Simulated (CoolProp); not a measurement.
A single-stage vapour-compression cycle with the fluid: evaporating at 209.15 K (dew point), condensing at 273.15 K (bubble point), superheat 2 K, subcooling 5 K, compressor efficiency 0.8, no pressure losses. The same conditions are run with several fluids, on thermodynamics alone (safety and materials aside).

Values from CoolProp's reference Helmholtz-energy equation of state of each fluid (R13: Platzer 1990; R115: Lemmon 2016; fluoroethane (R161): Wu 2012; ammonia: Gao 2020; C2F6 (R116): Lemmon 2006; R407C: Lemmon 2003). The equations of Platzer and Polt are older, rougher fits. Blends and air are pseudo-pure fits.

```tsv
fluid	cooling COP	pressure ratio	discharge temperature (K)	refrigerating effect (kJ/kg)	volumetric capacity (kJ/m³)
R13	1.76	8.36	308.5	81.0	1220
R115	1.90	15.4	283.6	79.5	204
fluoroethane (R161)	2.09	17.4	351.8	337	234
ammonia	1.92	25.7	495.8	1200	195
C2F6 (R116)	1.43	9.04	281.4	46.9	810
R407C	1.79	26.5	346.8	182	194
```
